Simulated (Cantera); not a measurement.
Feed: 1 mol SiCl4, 4.1 mol HCl, a varied amount of N2, equilibrated at 800 K and 0.00133 bar.

Equilibrium computed with Cantera from the NASA thermochemical tables; the gas is ideal and each condensed phase is pure. Candidate condensed phases: NH4Cl, Si, Si3N4; 28 gas species. Rates play no part.

Question: At 10 mol N2, list the 3 most abundant gas species with their mole fractions, and the condensed phases.

Answer: N2 0.662, HCl 0.272, SiCl4 0.0662. Condensed: gas only.
